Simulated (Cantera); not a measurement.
Feed: 1 mol Nb2O5, 6.2 mol H2, equilibrated at 2125 K and 0.00740 bar.

Method: chemical equilibrium by Gibbs-energy minimisation in Cantera with the NASA 1993 tables (ideal gas, pure condensed phases). Candidate condensed phases: H2O, Nb, NbO, NbO2, Nb2O5; 12 gas species. Mutual solubility and eutectic melting of coexisting phases are not modelled. Condensed phases not in the tables: the oxides between NbO2 and Nb2O5. The numbers say what is thermodynamically allowed, not how fast it happens.

Base state: H2 0.827, H2O 0.130, H 0.0384, NbO2 0.00395, OH 0.000751, O 2.47e-5, NbO 1.89e-5 (mole fractions); condensed: NbO2(s) + Nb2O5(l).

**Question.** What changes in the equilibrium state with this change: temperature from 2125 K to 1073.15 K?

**Answer.** 
| species | before | after |
|---|---|---|
| H2 | 0.827 | 0.991 |
| H2O | 0.130 | 0.00909 |
| H | 0.0384 | 1.63e-7 |
| NbO2 | 0.00395 | <1e-9 |
| OH | 0.000751 | <1e-9 |
| O | 2.47e-5 | <1e-9 |
| NbO2(s), mol | 1.64 | 0.113 |
| Nb2O5(l), mol | 0.167 | 0 |
| Nb2O5(s), mol | 0 | 0.944 |

**Question.** What changes in the equilibrium state with this change: temperature from 2125 K to 1525 K?

**Answer.** 
```json
[
 {"species": "H2", "before": "0.827", "after": "0.906"},
 {"species": "H2O", "before": "0.130", "after": "0.0942"},
 {"species": "H", "before": "0.0384", "after": "0.000262"},
 {"species": "NbO2", "before": "0.00395", "after": "1.74e-8"},
 {"species": "O", "before": "2.47e-5", "after": "<1e-9"},
 {"species": "NbO", "before": "1.89e-5", "after": "<1e-9"},
 {"species": "OH", "before": "0.000751", "after": "8.45e-7"},
 {"species": "NbO2(s), mol", "before": "1.64", "after": "1.17"},
 {"species": "Nb2O5(l), mol", "before": "0.167", "after": "0"},
 {"species": "Nb2O5(s), mol", "before": "0", "after": "0.416"}
]
```
